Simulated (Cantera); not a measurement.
A perfectly stirred reactor is fed with H2 : O2 : N2 = 0.95 : 1 : 0.57 (molar parts), equivalence ratio 0.47, at 750 Torr; it is held at 1050 K, and followed from long to short residence time.

Model: the H2/O2 subset of GRI-Mech 3.0, which has no nitrogen chemistry, integrated in Cantera. The temperature is held fixed by assumption; the heat of reaction is taken as removed at once.

x: mole fraction; the columns are a selection and need not sum to one.

```csv
τ (s),x H2,x O2,x H,x O,x HO2
1.0,0.0124,0.261,3.66e-7,9.10e-7,8.52e-5
0.61,(withheld),0.263,(withheld),(withheld),(withheld)
0.36,0.0259,0.266,9.51e-7,1.46e-6,0.000135
0.22,0.0375,0.270,1.48e-6,1.76e-6,0.000165
0.13,0.0554,0.277,2.34e-6,2.10e-6,0.000202
0.078,(withheld),0.286,(withheld),(withheld),(withheld)
0.047,0.109,0.297,5.32e-6,2.94e-6,0.000276
0.028,0.142,0.309,7.89e-6,3.64e-6,0.000311
0.017,0.171,0.319,1.15e-5,4.69e-6,0.000342
0.010,0.194,0.328,1.75e-5,6.56e-6,0.000375
0.0061,0.208,0.333,2.66e-5,9.52e-6,0.000407
```

### Question
What belongs in the gaps?

### Answer

- 0.61, x H2: 0.0176
- 0.61, x H: 5.84e-7
- 0.61, x O: 1.16e-6
- 0.61, x HO2: 0.000107
- 0.078, x H2: 0.0796
- 0.078, x H: 3.57e-6
- 0.078, x O: 2.47e-6
- 0.078, x HO2: 0.000239
